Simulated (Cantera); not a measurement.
SiCl4 + O2 + N2 + Cl2 (silicon oxide and oxynitride deposition)

Input: 1 mol SiCl4, 0.15 mol O2, 6.2 mol N2, 0.16 mol Cl2, at 0.00133 bar.

Equilibrium computed with Cantera from the NASA thermochemical tables; the gas is ideal and each condensed phase is pure. Candidate condensed phases: Si, SiO2, Si2N2O, Si3N4; 23 gas species. Equilibrium is a limit: real reactors are often held back by kinetics, nucleation or transport.

| T (K) | x N2 | x SiCl4 | x Cl2 | x Cl | x SiCl3 | n SiO2(α-quartz) | n SiO2(β-quartz) |
|---|---|---|---|---|---|---|---|
| 800 | 0.826 | 0.113 | 0.0612 | 6.34e-5 | 2.52e-12 | 0.150 | 0 |
| 825 | 0.826 | 0.113 | 0.0612 | 0.000111 | 8.62e-12 | 0.150 | 0 |
| 850 | 0.825 | 0.113 | 0.0612 | 0.000189 | 2.74e-11 | 0 | 0.150 |
| 875 | 0.825 | 0.113 | 0.0611 | 0.000312 | 8.17e-11 | 0 | 0.150 |
| 900 | 0.825 | 0.113 | 0.0610 | 0.000500 | 2.29e-10 | 0 | 0.150 |
| 925 | 0.825 | 0.113 | 0.0608 | 0.000782 | 6.06e-10 | 0 | 0.150 |
| 950 | 0.825 | 0.113 | 0.0606 | 0.00119 | 1.53e-9 | 0 | 0.150 |
| 975 | 0.825 | 0.113 | 0.0603 | 0.00178 | 3.67e-9 | 0 | 0.150 |
| 1000 | 0.824 | 0.113 | 0.0599 | 0.00260 | 8.44e-9 | 0 | 0.150 |
| 1025 | 0.824 | 0.113 | 0.0593 | 0.00373 | 1.87e-8 | 0 | 0.150 |
x: gas mole fraction; n: condensed amount in mol.

From 800 K to 825 K the condensed part is SiO2(α-quartz). From 850 K to 1025 K the condensed part is SiO2(β-quartz). The main Si-bearing gas is SiCl4 throughout.
